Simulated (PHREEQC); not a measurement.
0.66 g of hydrous ferric oxide (600 m²/g; 0.2 weak and 0.005 strong sites per Fe, Dzombak-Morel constants, diffuse double layer) in 1 kg of water with 0.005 mol/kgw of an inert sodium salt and 0.0023 mol/kgw CaCl2, at 25 °C; the pH is set by adding NaOH or the inert anion's acid. Oxygen is held at 0.21 atm. The system is closed to CO2. No solid was allowed to form.

Computed with PHREEQC (ion-association model, wateq4f.dat).

```json
[
 {"pH": "4", "Ca sorbed (%)": "0.0", "surface charge σ (C/m²)": "0.226", "surface potential ψ (mV)": "182"},
 {"pH": "4.5", "Ca sorbed (%)": "0.0", "surface charge σ (C/m²)": "0.169", "surface potential ψ (mV)": "168"},
 {"pH": "5", "Ca sorbed (%)": "0.0", "surface charge σ (C/m²)": "0.120", "surface potential ψ (mV)": "150"},
 {"pH": "5.5", "Ca sorbed (%)": "0.0", "surface charge σ (C/m²)": "0.082", "surface potential ψ (mV)": "?"},
 {"pH": "6", "Ca sorbed (%)": "0.0", "surface charge σ (C/m²)": "0.053", "surface potential ψ (mV)": "109"},
 {"pH": "6.5", "Ca sorbed (%)": "0.2", "surface charge σ (C/m²)": "0.033", "surface potential ψ (mV)": "86"},
 {"pH": "7", "Ca sorbed (%)": "0.8", "surface charge σ (C/m²)": "0.020", "surface potential ψ (mV)": "?"},
 {"pH": "7.5", "Ca sorbed (%)": "?", "surface charge σ (C/m²)": "0.011", "surface potential ψ (mV)": "39"},
 {"pH": "8.5", "Ca sorbed (%)": "14.7", "surface charge σ (C/m²)": "0.002", "surface potential ψ (mV)": "?"},
 {"pH": "9", "Ca sorbed (%)": "?", "surface charge σ (C/m²)": "0.001", "surface potential ψ (mV)": "6"},
 {"pH": "9.5", "Ca sorbed (%)": "28.9", "surface charge σ (C/m²)": "0.001", "surface potential ψ (mV)": "4"},
 {"pH": "10", "Ca sorbed (%)": "31.3", "surface charge σ (C/m²)": "0.001", "surface potential ψ (mV)": "4"},
 {"pH": "10.5", "Ca sorbed (%)": "?", "surface charge σ (C/m²)": "0.001", "surface potential ψ (mV)": "3"},
 {"pH": "11", "Ca sorbed (%)": "32.7", "surface charge σ (C/m²)": "0.001", "surface potential ψ (mV)": "2"},
 {"pH": "11.5", "Ca sorbed (%)": "32.9", "surface charge σ (C/m²)": "0.000", "surface potential ψ (mV)": "1"},
 {"pH": "12", "Ca sorbed (%)": "32.9", "surface charge σ (C/m²)": "0.000", "surface potential ψ (mV)": "-1"}
]
```

Question: Some entries are withheld; supply them.

Answer: 
- 5.5, surface potential ψ (mV): 131
- 7, surface potential ψ (mV): 62
- 7.5, Ca sorbed (%): 2.1
- 8.5, surface potential ψ (mV): 9
- 9, Ca sorbed (%): 23.6
- 10.5, Ca sorbed (%): 32.2

Species that the database lacks are ignored.
